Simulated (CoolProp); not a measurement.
A Linde-Hampson liquefier for CF4 (R14): isothermal reversible compression at 290 K from 1 atm to 25 MPa, throttling to 1 atm, return gas leaving the recuperator 5 K below the feed. Each further row changes one setting.

Model: reference Helmholtz-energy equation of state, Platzer 1990, in CoolProp. This equation is an older, rougher fit; its heat capacities, sound speeds and derivatives of the liquid may be far off and weren't checked against measurements.

| case | liquid yield per pass | compression work (kJ/kg of gas) |
|---|---|---|
| as stated | [?] | 133 |
| high pressure 50 MPa | [?] | 155 |
| warm-end temperature 320 K | [?] | [?] |
| warm-end gap 10 K | [?] | 133 |

**Question.** Complete the blanks.

**Answer.** 
- as stated, liquid yield per pass: 0.302
- high pressure 50 MPa, liquid yield per pass: 0.299
- warm-end temperature 320 K, liquid yield per pass: 0.230
- warm-end temperature 320 K, compression work (kJ/kg of gas): 154
- warm-end gap 10 K, liquid yield per pass: 0.291
